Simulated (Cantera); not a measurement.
Cantera with NASA thermochemical tables; ideal gases at 1 bar, condensed phases pure. Values are per mole of reaction as written; species without (g) are pure solids or liquids, kept so even where they would boil at 1 bar.

Question: Between 1825 and 2125 K, where is each reaction favourable under standard conditions?
- 6 TaO2(g) + C6H6(g) + 9 H2O(g) → 6 CH3OH(g) + 3 Ta2O5
- 2 Ta + 5 C2H5OH(g) + 5 H2(g) → 10 CH4(g) + Ta2O5

Answer: 
- 6 TaO2(g) + C6H6(g) + 9 H2O(g) → 6 CH3OH(g) + 3 Ta2O5: ΔG° is -964 kJ at 1825 K and -512 kJ at 2125 K; it stays negative (K > 1). ΔH° is -3383 kJ and ΔS° -1351 J/K at 2125 K.
- 2 Ta + 5 C2H5OH(g) + 5 H2(g) → 10 CH4(g) + Ta2O5: ΔG° is -1319 kJ at 1825 K and -1276 kJ at 2125 K; it stays negative (K > 1). ΔH° is -1467 kJ and ΔS° -90 J/K at 2125 K.
